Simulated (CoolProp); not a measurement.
Vapour-liquid equilibrium of o-xylene (1) + n-decane (2) at 337.7 K; x and y are mole fractions of (1).

Model: multi-fluid Helmholtz-energy mixture model, Zhou 2012 and Lemmon 2006; pair parameters Bell 2016, in CoolProp.

```tsv
x	bubble pressure (MPa)	y at the bubble point	dew pressure at overall composition x (MPa)	liquid density (mol/L)
0.05	0.002171	0.155	0.002003	4.991
0.15	…	0.381	0.002163	5.207
0.25	0.003140	0.538	0.002352	…
0.35	0.003622	0.652	0.002576	…
0.45	0.004101	0.740	0.002848	5.958
0.55	0.004574	0.808	0.003184	6.251
0.65	0.005044	0.864	0.003610	6.568
0.75	…	0.910	0.004166	6.915
0.85	0.005976	0.950	0.004918	7.293
0.95	0.006443	0.984	0.005976	7.709
```

Q: Fill in the missing entries.

A: 
- 0.15, bubble pressure (MPa): 0.002655
- 0.25, liquid density (mol/L): 5.439
- 0.35, liquid density (mol/L): 5.689
- 0.75, bubble pressure (MPa): 0.005511

No azeotrope shows between x = 0.05 and 0.95.

The pair parameters rest on a limited set of measurements; away from them the model extrapolates.
